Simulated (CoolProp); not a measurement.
A single-stage vapour-compression cycle with the fluid: evaporating at 249.15 K (dew point), condensing at 304.15 K (bubble point), superheat 8 K, subcooling 8 K, compressor efficiency 0.75, no pressure losses. The same conditions are run with several fluids, on thermodynamics alone (safety and materials aside).

Computed with CoolProp (reference Helmholtz-energy equation of state of each fluid (R11: Jacobsen 1992; R404A: Lemmon 2003; carbonyl sulfide: Lemmon 2006; R507A: Lemmon 2003; R407C: Lemmon 2003; R21: Platzer 1990)). The equations of Platzer and Polt are older, rougher fits. Blends and air are pseudo-pure fits.

Rank R11, R404A, carbonyl sulfide, R507A, R407C, R21 by cooling COP, highest first.

R11 (3.00), R21 (2.95), carbonyl sulfide (2.79), R507A (2.62), R404A (2.60), R407C (2.42)

```tsv
fluid	pressure ratio	discharge temperature (K)	refrigerating effect (kJ/kg)	volumetric capacity (kJ/m³)
R11	10.2	352.8	162	134
R404A	5.69	329.7	127	1610
carbonyl sulfide	5.01	386.2	236	2070
R507A	5.54	328.3	123	1670
R407C	7.70	354.5	170	1310
R21	9.58	378.7	213	241
```
